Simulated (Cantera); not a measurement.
A closed system holds: 1 mol SiF4, 1 mol O3, 16 mol H2, equilibrated at 53.3 Torr.

Equilibrium computed with Cantera from the NASA thermochemical tables; the gas is ideal and each condensed phase is pure. Candidate condensed phases: H2O, Si, SiO2; 38 gas species. The tables hold silica as quartz up to 1696 K and as liquid above; real silica turns to tridymite and cristobalite and melts near 1996 K. Kinetics and transport are ignored.

x: gas mole fraction; n: condensed amount in mol.

```tsv
T (K)	x H2	x HF	x H2O	x SiF4	x SiHF3	n SiO2(α-quartz)	n SiO2(β-quartz)
723	0.752	0.0658	0.141	0.0414	1.84e-9	0.284	0
773	0.749	0.0821	0.132	0.0371	5.79e-9	0.356	0
823	0.746	(withheld)	0.123	(withheld)	(withheld)	(withheld)	0
873	0.743	0.115	0.114	0.0284	3.64e-8	0	0.502
923	0.740	0.130	0.106	0.0244	7.63e-8	0	0.571
973	0.737	0.144	0.0982	0.0207	1.45e-7	0	0.635
1023	0.735	0.156	0.0913	0.0174	2.55e-7	0	0.692
1073	0.733	0.168	0.0853	0.0145	4.16e-7	0	0.743
1123	0.731	0.177	0.0801	(withheld)	(withheld)	0	0.788
1173	0.729	0.185	0.0756	0.00977	9.25e-7	0	0.826
```

Question: What belongs in the gaps?

Answer: 
- 823, x HF: 0.0986
- 823, x SiF4: 0.0327
- 823, x SiHF3: 1.55e-8
- 823, n SiO2(α-quartz): 0.430
- 1123, x SiF4: 0.0119
- 1123, x SiHF3: 6.38e-7
